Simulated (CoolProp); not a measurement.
Vapour-liquid equilibrium of cyclohexane (1) + n-octane (2) at 1.4 MPa; x and y are mole fractions of (1).

The numbers come from the multi-fluid Helmholtz-energy mixture model, Zhou 2014 and Beckmüller 2019; pair parameters Bell 2016 in CoolProp.

### Question
Give the bubble temperature and the first vapour's composition at x = 0.05, 0.2, 0.95. Is there an azeotrope?

### Answer
x = 0.05: 525.8 K, y = 0.073; x = 0.2: 517.1 K, y = 0.283; x = 0.95: 477.8 K, y = 0.973. No azeotrope shows between x = 0.05 and 0.95.

Pair parameters are fitted to limited data, so mixtures are less certain than the pure fluids.
